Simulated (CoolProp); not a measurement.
Vapour-liquid equilibrium of carbon dioxide (1) + hydrogen sulfide (2) at 1040 kPa; x and y are mole fractions of (1).

Computed with CoolProp (multi-fluid Helmholtz-energy mixture model, Span 1996 and Lemmon 2006; pair parameters Kunz 2012).

### Question
Give the bubble temperature and the first vapour's composition at x = 0.05, 0.35, 0.95. Is there an azeotrope?

### Answer
x = 0.05: 265.1 K, y = 0.237; x = 0.35: 243.7 K, y = 0.702; x = 0.95: 234.4 K, y = 0.962. No azeotrope shows between x = 0.05 and 0.95.

The pair parameters rest on a limited set of measurements; away from them the model extrapolates.
